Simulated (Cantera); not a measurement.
Charge: 1 mol SiH4, 0.46 mol Cl2, 52 mol H2, 1.9 mol HCl, held at 1.80 bar.

Equilibrium computed with Cantera from the NASA thermochemical tables; the gas is ideal and each condensed phase is pure. Candidate condensed phases: Si; 19 gas species. The tables' values for SiCl3 are old estimates; treat these amounts as uncertain. Kinetics and transport are ignored.

Question: At 973 K, list the 5 most abundant gas species with their mole fractions, and the condensed phases.

Answer: H2 0.982, SiHCl3 0.00756, SiCl4 0.00540, HCl 0.00394, SiH2Cl2 0.00111. Condensed: Si(s).
